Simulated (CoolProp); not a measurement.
A single-stage vapour-compression cycle with isohexane: evaporating at 327.15 K (dew point), condensing at 354.15 K (bubble point), superheat 10 K, subcooling 2 K, compressor efficiency 0.75, no pressure losses. Each further row changes one setting.

Values from CoolProp's reference Helmholtz-energy equation of state, Lemmon 2006. It is a short technical equation, of lower accuracy than the large ones.

| case | cooling COP | pressure ratio | discharge temperature (K) | refrigerating effect (kJ/kg) | volumetric capacity (kJ/m³) |
|---|---|---|---|---|---|
| as stated | 8.28 | 2.27 | 357.7 | 285 | 753 |
| evaporating temperature 332.15 K | 10.6 | [?] | 358.7 | [?] | 905 |
| condensing temperature 349.15 K | 10.4 | [?] | 354.1 | 297 | 786 |
| subcooling 7 K | [?] | 2.27 | 357.7 | 297 | 786 |
| superheat 20 K | 8.53 | 2.27 | 367.7 | 304 | 777 |
| compressor efficiency 0.65 | [?] | 2.27 | 360.3 | 285 | 753 |

Q: Complete the blanks.

A: 
- evaporating temperature 332.15 K, pressure ratio: 1.93
- evaporating temperature 332.15 K, refrigerating effect (kJ/kg): 294
- condensing temperature 349.15 K, pressure ratio: 1.97
- subcooling 7 K, cooling COP: 8.64
- compressor efficiency 0.65, cooling COP: 7.18
